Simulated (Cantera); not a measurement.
A closed system holds: 1 mol Al, 1.1 mol H2O, 68 mol N2, at 2.30 mbar.

Method: chemical equilibrium by Gibbs-energy minimisation in Cantera with the NASA 1993 tables (ideal gas, pure condensed phases). Candidate condensed phases: Al, AlN, Al2O3, H2O; 35 gas species. Mutual solubility and eutectic melting of coexisting phases are not modelled. The tables' values for AlOH are old estimates; treat these amounts as uncertain. Condensed phases not in the tables: aluminium oxynitride. The numbers say what is thermodynamically allowed, not how fast it happens.

x: gas mole fraction; n: condensed amount in mol.

| T (°C) | x N2 | x H2 | x H | x Al | n AlN(s) | n Al2O3(s) |
|---|---|---|---|---|---|---|
| 652 | 0.984 | 0.0159 | … | <1e-12 | 0.267 | 0.367 |
| 802 | 0.984 | 0.0159 | … | <1e-12 | 0.267 | 0.367 |
| 952 | 0.984 | 0.0159 | … | 5.74e-12 | 0.267 | 0.367 |
| 1102 | 0.984 | 0.0159 | … | 5.41e-9 | 0.267 | 0.367 |
| 1252 | 0.984 | 0.0159 | … | 1.31e-6 | 0.267 | 0.367 |
| 1402 | 0.984 | 0.0158 | … | 0.000116 | 0.257 | 0.366 |
| 1552 | 0.980 | 0.0153 | … | 0.00269 | 0 | 0.347 |
| 1702 | 0.979 | 0.0141 | … | 0.00283 | 0 | 0.349 |
| 1852 | 0.976 | 0.0117 | … | 0.00294 | 0 | 0.350 |

**Question.** What belongs in the gaps?

**Answer.** 
- 652, x H: 6.86e-10
- 802, x H: 3.86e-8
- 952, x H: 8.21e-7
- 1102, x H: 9.02e-6
- 1252, x H: 6.22e-5
- 1402, x H: 0.000304
- 1552, x H: 0.00114
- 1702, x H: 0.00339
- 1852, x H: 0.00818
